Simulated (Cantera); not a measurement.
Input: 1 mol Si, 7.1 mol HBr, 85 mol H2, at 1200 K and 9.00 Torr.

These are equilibrium values from Cantera (NASA tables, ideal gas, pure condensed phases), not measurements of a reactor. Candidate condensed phases: Br2, Si; 19 gas species. The tables' values for SiBr3 are old estimates; treat these amounts as uncertain. The numbers say what is thermodynamically allowed, not how fast it happens.

Base state: H2 0.931, HBr 0.0612, SiBr2 0.00662, SiBr4 0.000427, SiBr3 0.000204, SiHBr3 0.000106, Br 4.73e-5, SiH2Br2 1.26e-5 (mole fractions); condensed: Si(s).

Q: What changes in the equilibrium state with this change: HBr from 7.1 to 3.6 mol?

A: 
```
species       before    after
----------  --------  -------
H2             0.931    0.962
HBr           0.0612   0.0358
SiBr2        0.00662  0.00220
SiBr4       0.000427  4.71e-5
SiBr3       0.000204  3.90e-5
SiHBr3      0.000106  2.07e-5
SiH2Br2      1.26e-5  4.32e-6
Br           4.73e-5  2.73e-5
Si(s), mol     0.322    0.795
```

Q: What changes in the equilibrium state with this change: H2 from 85 to 0.13 mol?

A: 
| species | before | after |
|---|---|---|
| HBr | 0.0612 | 0.518 |
| H2 | 0.931 | 0.323 |
| SiBr4 | 0.000427 | 0.142 |
| SiBr2 | 0.00662 | 0.0106 |
| SiBr3 | 0.000204 | 0.00470 |
| Br | 4.73e-5 | 0.000679 |
| SiHBr3 | 0.000106 | 0.00145 |
| SiH2Br2 | 1.26e-5 | 7.03e-6 |
| Si(s), mol | 0.322 | 0 |

Q: What changes in the equilibrium state with this change: H2 from 85 to 1.2 mol?

A: 
```
species       before     after
----------  --------  --------
HBr           0.0612     0.452
H2             0.931     0.413
SiBr4       0.000427     0.114
SiBr2        0.00662    0.0143
SiBr3       0.000204   0.00489
SiHBr3      0.000106   0.00170
Br           4.73e-5  0.000525
SiH2Br2      1.26e-5   1.21e-5
Si(s), mol     0.322         0
```
